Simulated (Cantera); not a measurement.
Input: 1 mol Si, 2.1 mol NF3, 18 mol H2, equilibrated at 1675 K and 7.50 Torr.

Cantera equilibrium calculation (NASA polynomials, part measured and part estimated; ideal gas, pure solids and liquids). The tables' values for SiF3, SiF2 are old estimates; treat these amounts as uncertain. The numbers say what is thermodynamically allowed, not how fast it happens.

| species | before | after |
|---|---|---|
| HF | 0.117 | 0.432 |
| N2 | 0.0493 | 0.241 |
| SiF4 | 0.0384 | 0.230 |
| H2 | 0.786 | <1e-9 |
| F | 1.31e-8 | 0.0965 |
| SiF3 | 0.00754 | 6.11e-9 |
| H | 0.00103 | <1e-9 |
| SiF2 | 0.000640 | <1e-9 |
| SiHF3 | 0.000388 | <1e-9 |
Gas species are given as mole fractions.

### Question
What was changed between the two runs?
(A) H2 from 18 to 0.94 mol
(B) temperature from 1675 K to 1400 K
(C) H2 from 18 to 0.15 mol
(D) H2 from 18 to 0.51 mol

### Answer
A, H2 from 18 to 0.94 mol
